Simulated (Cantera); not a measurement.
A closed system holds: 1 mol Cu, 3.1 mol F₂, at 923.15 K and 0.0180 bar.

Equilibrium computed with Cantera from the NASA thermochemical tables; the gas is ideal and each condensed phase is pure. Candidate condensed phases: Cu, CuF₂; 6 gas species. The numbers say what is thermodynamically allowed, not how fast it happens.

Base state: F₂ 0.726, F 0.273, CuF₂ 5.24e-5 (mole fractions); condensed: CuF₂(s).

What changes in the equilibrium state with this change: temperature from 923.15 K to 873.15 K?


```tsv
species	before	after
F₂	0.726	0.841
F	0.273	0.159
CuF₂	5.24e-5	7.74e-6
CuF₂(s), mol	1.000	1.000
```

What changes in the equilibrium state with this change: temperature from 923.15 K to 1200 K?


| species | before | after |
|---|---|---|
| F | 0.273 | 0.884 |
| CuF₂ | 5.24e-5 | 0.0628 |
| F₂ | 0.726 | 0.0532 |
| CuF₂(s), mol | 1.000 | 0 |
| CuF₂(l), mol | 0 | 0.734 |
